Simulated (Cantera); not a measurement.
A closed system holds: 1 mol AlN, 27 mol HCl, 11 mol N₂, at 8.00 mbar.

Equilibrium computed with Cantera from the NASA thermochemical tables; the gas is ideal and each condensed phase is pure. Candidate condensed phases: Al, AlCl₃, AlN, NH₄Cl; 20 gas species. The tables' values for AlCl₂ are old estimates; treat these amounts as uncertain. Equilibrium is a limit: real reactors are often held back by kinetics, nucleation or transport. All values below are at 1327 °C.

Base state: HCl 0.630, N₂ 0.302, H₂ 0.0398, AlCl₃ 0.0257, Cl 0.00152, AlCl₂ 0.000540, H 0.000121, AlCl 6.22e-5 (mole fractions); condensed: gas only.

Question: What changes in the equilibrium state with this change: pressure from 8.00 mbar to 0.133 bar?

Answer: 
| species | before | after |
|---|---|---|
| HCl | 0.630 | 0.631 |
| N₂ | 0.302 | 0.303 |
| H₂ | 0.0398 | 0.0396 |
| Cl | 0.00152 | 0.000374 |
| AlCl₃ | 0.0257 | 0.0262 |
| AlCl | 6.22e-5 | 3.77e-6 |
| H | 0.000121 | 2.96e-5 |
